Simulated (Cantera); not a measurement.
A perfectly stirred reactor is fed with 21.2 % H₂, 16.5 % O₂, 62.3 % N₂, equivalence ratio 0.64, at 760 Torr; it is adiabatic with a 400 K inlet, and is followed from long to short residence time, starting on the burning branch (τ in s: 0.092, 0.04, 0.017, 0.0076, 0.0033, 0.0014, 0.00063, 0.00027, 0.00012, 5.2e-05).

Computed with Cantera and the H2/O2 subset of GRI-Mech 3.0, which has no nitrogen chemistry.

One state of this run: T (K) = 1762; x H₂ = 0.0117; x O₂ = 0.0672; x OH = 0.0106; x O = 0.00697; x HO₂ = 2.75e-5; x H₂O = 0.211; x H = 0.00864. x: mole fraction; the columns are a selection and need not sum to one.

**Question.** Which value of τ (s) does it belong to?
(A) 5.2e-5
(B) 0.040
(C) 0.00027
(D) 0.017

**Answer.** C, 0.00027
